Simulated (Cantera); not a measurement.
**Reactions in the system Ca-F-O**

Cantera with NASA thermochemical tables; ideal gases at 1 bar, condensed phases pure. Values are per mole of reaction as written; species without (g) are pure solids or liquids, kept so even where they would boil at 1 bar.

F2(g) + CaO = CaF2 + O(g)

```csv
T (K),ΔH° (kJ),ΔS° (J/K),ΔG° (kJ),log10 K
300,-341.6,-11.3,-338.2,58.89
1225,-325.3,12.4,-340.5,14.52
1275,-323.9,13.5,-341.1,13.97
1325,-322.6,14.5,-341.8,13.47
1375,-321.1,15.6,-342.5,13.01
1425,-314.8,20.1,-343.4,12.59
```
